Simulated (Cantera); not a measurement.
Feed: 1 mol PbO, 20 mol N2, equilibrated at 750 °C and 0.100 bar.

Equilibrium computed with Cantera from the NASA thermochemical tables; the gas is ideal and each condensed phase is pure. Candidate condensed phases: Pb, PbO, PbO2, Pb3O4; 12 gas species. Rates play no part.

Base state: N2 1.000 (mole fractions); condensed: PbO(yellow).

Problem. What changes in the equilibrium state with this change: 0.032 mol NH3 added?

Solution. 
```csv
species,before,after
N2,1.000,0.997
H2O,0,0.00239
Pb,1.20e-6,0.000267
"PbO(yellow), mol",1.000,0.952
"Pb(l), mol",0,0.0426
```
Mutual solubility and eutectic melting of coexisting phases are not modelled. Further candidate phases: H2O.
